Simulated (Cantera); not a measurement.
Input: 1 mol c-C4F8, 0.18 mol HCl, 3.2 mol H2, equilibrated at 2000 K and 0.120 Torr.

Method: chemical equilibrium by Gibbs-energy minimisation in Cantera with the NASA 1993 tables (ideal gas, pure condensed phases). Candidate condensed phases: C, C6H6, C7H8, C8H18; 118 gas species. The feed counts by its element totals alone. Kinetics and transport are ignored.

Base state: HF 0.825, F 0.128, CF2 0.0230, Cl 0.0225, CF4 0.000683, CF 0.000596, CF3 0.000109, HCl 7.97e-5 (mole fractions); condensed: C(graphite).

Problem. What changes in the equilibrium state with this change: temperature from 2000 K to 3223 K?

Solution. 
| species | before | after |
|---|---|---|
| F | 0.128 | 0.418 |
| H | 4.37e-5 | 0.343 |
| C | 1.90e-7 | 0.175 |
| HF | 0.825 | 0.0285 |
| C2 | 1.47e-8 | 0.0110 |
| CF2 | 0.0230 | 4.65e-6 |
| Cl | 0.0225 | 0.0102 |
| CF4 | 0.000683 | <1e-9 |
| CF3 | 0.000109 | <1e-9 |
| C2H | <1e-9 | 5.28e-5 |
| C3 | 1.73e-7 | 0.00796 |
| CH | <1e-9 | 1.02e-5 |
| C(graphite), mol | 3.81 | 0 |
